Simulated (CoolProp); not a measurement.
CH2F2 (R32) along the isobar 7.5 MPa: fugacity coefficient from the reference equation and from simpler models built on Tc = 351.3 K, pc = 5.783 MPa, ω = 0.277; each cubic takes its own stable root.

Values from CoolProp's reference Helmholtz-energy equation of state, Tillner-Roth 1997.

```tsv
T (K)	phase	reference
166.9	liquid	0.0003464
181.5	liquid	0.001250
196.1	liquid	0.003609
210.7	liquid	0.008753
225.3	liquid	0.01848
239.8	liquid	0.03477
254.4	liquid	0.05995
269	liquid	0.09583
283.6	liquid	0.1437
```

Question: How far does each simpler model (Redlich-Kwong, Peng-Robinson) lie from the reference over these 9 states: mean and median of the absolute difference, and the worst?

Answer: 
- Redlich-Kwong: mean 110.9 %, median 98.3 %, worst +216.4 % at 166.9 K and 7.5 MPa
- Peng-Robinson: mean 2.9 %, median 3.0 %, worst +5.4 % at 283.6 K and 7.5 MPa
